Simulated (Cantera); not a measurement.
Input: 1 mol ZrO2, 360 mol H2, at 1798.15 K and 3.60 bar.

Method: chemical equilibrium by Gibbs-energy minimisation in Cantera with the NASA 1993 tables (ideal gas, pure condensed phases). Candidate condensed phases: H2O, Zr, ZrO2; 12 gas species. Kinetics and transport are ignored.

Base state: H2 1.000, H 0.000186 (mole fractions); condensed: ZrO2(tetragonal).

**Question.** What changes in the equilibrium state with this change: ZrO2 replaced by Fe3O4?

**Answer.** 
```json
[
 {"species": "H2", "before": "1.000", "after": "0.989"},
 {"species": "H2O", "before": "1.52e-7", "after": "0.0111"},
 {"species": "H", "before": "0.000186", "after": "0.000185"},
 {"species": "ZrO2(tetragonal), mol", "before": "1.000", "after": "0"},
 {"species": "Fe(δ), mol", "before": "0", "after": "3.00"}
]
```
Further candidate phases: Fe, FeO, Fe(OH)2, Fe(OH)3, Fe2O3, Fe3O4.
